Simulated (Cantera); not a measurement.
An isothermal, constant-pressure homogeneous reactor starts with NO : N2 = 1 : 0.19 (molar parts), at 1825 K and 0.0128 atm. Integrator tolerance rtol = 1e-08.

Cantera simulation using GRI-Mech 3.0 (53 species, 325 reactions); the numbers are that mechanism's predictions, not measurements. Radical loss at walls, strong at low pressure, is not modelled.

### Question
What does this change do: pressure from 0.0128 atm to 0.0740 atm?

### Answer
| quantity | before | after |
|---|---|---|
| x(NO) at 4.00 s | 0.809 (gas-phase equilibrium 0.00547) | 0.708 (gas-phase equilibrium 0.00547) |
| x(NO2) at 4.00 s | 5.51e-5 (gas-phase equilibrium 2.09e-6) | 0.000256 (gas-phase equilibrium 5.02e-6) |
| x(O) at 4.00 s | 0.000274 (gas-phase equilibrium 0.000875) | 0.000164 (gas-phase equilibrium 0.000365) |
| x(N2) at 4.00 s | 0.175 (gas-phase equilibrium 0.577) | 0.226 (gas-phase equilibrium 0.577) |
| x(N2O) at 4.00 s | 0.000209 (gas-phase equilibrium 3.06e-8) | 0.000177 (gas-phase equilibrium 7.35e-8) |
